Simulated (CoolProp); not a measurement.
CF4 (R14) at 298.15 K and 0.331 MPa flows at 6.5 m/s in a round tube of 6 mm bore and 45 µm roughness, fully developed (64/Re and Nu = 3.66 if laminar; Colebrook and Gnielinski if turbulent). Each further row changes one setting.

The numbers come from the reference Helmholtz-energy equation of state, Platzer 1990 in CoolProp. This equation is an older, rougher fit.

| case | Reynolds number | Darcy friction factor | pressure drop (Pa/m) | heat-transfer coefficient (W/(m² K)) | mass flow (kg/h) |
|---|---|---|---|---|---|
| as stated | 26700 | 0.0370 | 1550 | [?] | 7.87 |
| velocity 13 m/s | 53500 | 0.0358 | 6000 | 557 | 15.7 |
| diameter 12 mm | 53500 | 0.0299 | [?] | [?] | [?] |

Task: What belongs in the gaps?

Result: 
- as stated, heat-transfer coefficient (W/(m² K)): 283
- diameter 12 mm, pressure drop (Pa/m): 626
- diameter 12 mm, heat-transfer coefficient (W/(m² K)): 229
- diameter 12 mm, mass flow (kg/h): 31.5

Viscosity comes from a separate model (Huber 2003), an estimate that may be off by 10 % or more. Thermal conductivity comes from a separate model (Huber 2003), an estimate that may be off by 10 % or more.
